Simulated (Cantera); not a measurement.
## Equilibrium for silicon oxide and oxynitride deposition: SiH₂Cl₂ + NO + N₂

A closed system holds: 1 mol SiH₂Cl₂, 4.4 mol NO, 23 mol N₂, at 1673.15 K and 4.40 mbar.

These are equilibrium values from Cantera (NASA tables, ideal gas, pure condensed phases), not measurements of a reactor. Candidate condensed phases: H₂O, NH₄Cl, Si, SiO₂, Si₂N₂O, Si₃N₄; 47 gas species. The tables hold silica as quartz up to 1696 K and as liquid above; real silica turns to tridymite and cristobalite and melts near 1996 K. Kinetics and transport are ignored.

```yaml
x(N₂): 0.882
x(HCl): 0.0502
x(O₂): 0.0364
x(Cl): 0.0197
x(H₂O): 0.00979
x(NO): 0.00115
x(OH): 0.000237
x(O): 9.63e-5
x(Cl₂): 6.18e-5
n(SiO₂(β-quartz)): 1.000 mol
gas_amount: 28.54 mol
log10 activity of Si(s) (absent): -15.37
```
